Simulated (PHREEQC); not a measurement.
**Reverse-osmosis permeate: speciation**

Model water analysis in mg/L, 39 °C, pH 6.24, pe 1.8: Na 1.64; K 0.3; Ca 9; Mg 0.143; Cl 11.3; S(6) as SO4 2.66; Alkalinity as HCO3 8.76; Br 0.115; Fe(2) 0.168; Li 0.0713; B 0.000967; Sr 0.0247.

Valence states are taken as typed.

Computed with PHREEQC (ion-association model, phreeqc.dat).

This is a speciation only: nothing precipitates in the calculation.

What charge-balance error does the model give?

charge-balance error 3.5 %.

In which forms is C present?

CO2 53 %, HCO3- 47 % of the C.

Away from 25 °C the constants follow the database's enthalpies or fits; those with neither stay at their 25 °C values.
